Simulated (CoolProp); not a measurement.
The numbers come from the reference Helmholtz-energy equation of state, Lemmon 2003 in CoolProp. It is a pseudo-pure fit of the blend.

For R507A, give the phase and the cv (kJ/(kg K)), Prandtl number at 116.15 °C and 3.03 MPa.


- 116.15 °C and 3.03 MPa: gas; cv 0.981, Prandtl number 0.938

Viscosity comes from a separate model (Geller 2000). Thermal conductivity comes from a separate model (Geller 2001).
